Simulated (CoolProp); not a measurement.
Vapour-liquid equilibrium of carbon dioxide (1) + R134a (2) at 260.6 K; x and y are mole fractions of (1).

Model: multi-fluid Helmholtz-energy mixture model, Span 1996 and Tillner-Roth 1994; pair parameters Bell 2016, in CoolProp.

Task: Give the bubble pressure and the first vapour's composition at x = 0.05, 0.45, 0.75. Is there an azeotrope?

Result: x = 0.05: 0.2662 MPa, y = 0.336; x = 0.45: 1.128 MPa, y = 0.890; x = 0.75: 1.817 MPa, y = 0.960. No azeotrope shows between x = 0.05 and 0.95.

The pair parameters rest on a limited set of measurements; away from them the model extrapolates.
